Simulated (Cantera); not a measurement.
What does this Cantera script print?

```python
import numpy as np
import cantera as ct

gas = ct.Solution("h2o2.yaml")
gas.TPX = 500, 44000, {'H2': 1, 'O2': 0.877, 'N2': 4.21}
flame = ct.FreeFlame(gas, width=0.071)
flame.set_refine_criteria(ratio=3, slope=0.08, curve=0.16)
flame.transport_model = "mixture-averaged"
flame.solve(loglevel=0, auto=True)
z, T = flame.grid, flame.T
thick = (T[-1] - T[0]) / np.gradient(T, z).max()
show = ['H2', 'O2', 'H2O2', 'H2O', 'HO2', 'O']
print(f"laminar burning velocity  {flame.velocity[0] * 100:.3f} cm/s")
print(f"burnt temperature         {T[-1]:.1f} K")
print(f"thermal thickness         {thick * 1e3:.4f} mm")
print(f"grid points               {len(z)}")
z0 = z[flame.heat_release_rate.argmax()]
print(f"{'z/mm':>9s}{'T/K':>9s}{'u/(m/s)':>9s}" + "".join(f"{s:>11s}" for s in show))
rows = []
for k in (-3, -2, -1.5, -1, -0.5, -0.25, 0, 0.25, 0.5, 1, 2, 4, 8):
    zz = z0 + k * thick
    rows.append([k * thick, np.interp(zz, z, T), np.interp(zz, z, flame.velocity),
                 *(np.interp(zz, z, flame.X[gas.species_index(s)]) for s in show)])
    print(f"{rows[-1][0] * 1e3:9.3f}{rows[-1][1]:9.1f}{rows[-1][2]:9.3f}" + "".join(f"{x:11.3e}" for x in rows[-1][3:]))
```

Result:

```
laminar burning velocity  183.277 cm/s
burnt temperature         1733.3 K
thermal thickness         1.2323 mm
grid points               111
     z/mm      T/K  u/(m/s)         H2         O2       H2O2        H2O        HO2          O
   -3.697    500.0    1.833  1.643e-01  1.441e-01  3.895e-12  1.459e-09  8.609e-11  5.363e-13
   -2.465    500.0    1.833  1.642e-01  1.441e-01  1.299e-10  3.899e-08  2.792e-09  2.708e-11
   -1.848    500.0    1.832  1.638e-01  1.442e-01  2.514e-09  5.770e-07  5.223e-08  6.027e-10
   -1.232    500.6    1.830  1.617e-01  1.445e-01  1.238e-07  1.914e-05  2.448e-06  2.541e-08
   -0.616    548.1    1.967  1.432e-01  1.459e-01  1.495e-05  3.645e-03  1.594e-04  9.014e-06
   -0.308    755.8    2.651  1.089e-01  1.393e-01  1.337e-05  2.680e-02  1.015e-04  2.045e-04
    0.000   1056.2    3.642  5.915e-02  1.152e-01  3.445e-06  7.949e-02  5.112e-05  2.337e-03
    0.308   1280.5    4.390  2.257e-02  8.628e-02  2.986e-06  1.296e-01  3.050e-05  5.877e-03
    0.616   1404.9    4.802  1.061e-02  7.435e-02  2.044e-06  1.496e-01  2.219e-05  6.970e-03
    1.232   1525.8    5.190  6.408e-03  6.980e-02  1.070e-06  1.599e-01  1.610e-05  5.716e-03
    2.465   1622.5    5.492  3.972e-03  6.833e-02  5.344e-07  1.668e-01  1.098e-05  3.478e-03
    4.929   1684.2    5.681  1.905e-03  6.793e-02  2.786e-07  1.718e-01  6.290e-06  1.629e-03
    9.858   1714.4    5.771  7.209e-04  6.808e-02  1.448e-07  1.746e-01  2.877e-06  6.117e-04
```

Model: the H2/O2 subset of GRI-Mech 3.0, which has no nitrogen chemistry, integrated in Cantera. Burning velocities carry a grid error of a few per cent, more on coarse grids. Lean hydrogen flames are cellular in practice and burn faster than this planar one.
